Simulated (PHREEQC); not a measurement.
A solution holds 0.0019 mol/kgw NH4HF2, 0.086 mol/kgw NaF and 0.012 mol/kgw KCl, at 25 °C. Closed to the air; pH follows from the charge balance.

Equilibrium calculation in PHREEQC: ion-association model, phreeqc.dat.

```
Quantity                       Value
--------------------  --------------
pH                              4.83
ionic strength        0.0975 mol/kgw
specific conductance      9010 µS/cm
density                  1.001 g/cm³
total alkalinity        -1.90 meq/kg
```

| species | molality | activity | log γ |
|---|---|---|---|
| F- | 0.0851 | 0.0649 | -0.117 |
| Na+ | 0.0836 | 0.0658 | -0.104 |
| Cl- | 0.0120 | 0.00922 | -0.114 |
| K+ | 0.0120 | 0.00919 | -0.116 |
| NaF | 0.00240 | 0.00246 | 0.010 |
| NH4+ | 0.00190 | 0.00142 | -0.127 |
| HF | 0.00142 | 0.00145 | 0.010 |
| HF2- | 0.000462 | 0.000362 | -0.106 |
| H+ | 1.80e-5 | 1.49e-5 | -0.083 |
| NH3 | 5.30e-8 | 5.42e-8 | 0.010 |

Precipitation was switched off in this run.
